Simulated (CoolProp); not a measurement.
Vapour-liquid equilibrium of dimethyl ether (1) + isobutane (2) at 316 kPa; x and y are mole fractions of (1).

Model: multi-fluid Helmholtz-energy mixture model, Wu 2011 and Bücker 2006; pair parameters Bell 2016, in CoolProp.

**Question.** Give the bubble temperature and the first vapour's composition at x = 0.05, 0.2, 0.725. Is there an azeotrope?

**Answer.** x = 0.05: 292.1 K, y = 0.112; x = 0.2: 286.6 K, y = 0.349; x = 0.725: 278.8 K, y = 0.773. No azeotrope shows between x = 0.05 and 0.95.

Pair parameters are fitted to limited data, so mixtures are less certain than the pure fluids.
